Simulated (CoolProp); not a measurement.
A Linde-Hampson liquefier for normal hydrogen: isothermal reversible compression at 280 K from 1 atm to 20 MPa, throttling to 1 atm, return gas leaving the recuperator 5 K below the feed. Each further row changes one setting.

Model: reference Helmholtz-energy equation of state, Leachman 2009, in CoolProp.

```tsv
case	compression work (kJ/kg of gas)
as stated	6250
high pressure 40 MPa	7200
warm-end temperature 310 K	6910
warm-end gap 10 K	6250
```
